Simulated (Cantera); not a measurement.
Mixture: CH4 : O2 : N2 = 1 : 4.65 : 17.5 (molar parts), equivalence ratio 0.43, at 750 Torr, adiabatic and at constant volume. Ignition delay is the time to a rise of 400 K.

Cantera simulation using GRI-Mech 3.0 (53 species, 325 reactions); the numbers are that mechanism's predictions, not measurements.

Problem. What does this change do: O2 4.65 to 1.4 parts?

Solution. 
```
quantity                                                before       after
--------------------------------------------------  ----------  ----------
delay at 1098 K                                        0.135 s     0.850 s
delay at 1173 K                                        42.5 ms     0.275 s
delay at 1248 K                                        14.7 ms     95.6 ms
delay at 1323 K                                        5.60 ms     34.8 ms
delay at 1398 K                                        2.37 ms     13.2 ms
delay at 1473 K                                        1.11 ms     5.24 ms
delay at 1548 K                                       0.575 ms     2.25 ms
apparent activation energy between 1398 and 1548 K  170 kJ/mol  210 kJ/mol
```

Problem. What does this change do: pressure from 750 Torr to 15000 Torr?

Solution. 
| quantity | before | after |
|---|---|---|
| delay at 1098 K | 0.135 s | 6.73 ms |
| delay at 1173 K | 42.5 ms | 2.33 ms |
| delay at 1248 K | 14.7 ms | 0.918 ms |
| delay at 1323 K | 5.60 ms | 0.399 ms |
| delay at 1398 K | 2.37 ms | 0.187 ms |
| delay at 1473 K | 1.11 ms | 93.6 µs |
| delay at 1548 K | 0.575 ms | 49.4 µs |
| apparent activation energy between 1398 and 1548 K | 170 kJ/mol | 160 kJ/mol |
The pressure lies above the range GRI-Mech 3.0 was tuned for (to about 10 atm).
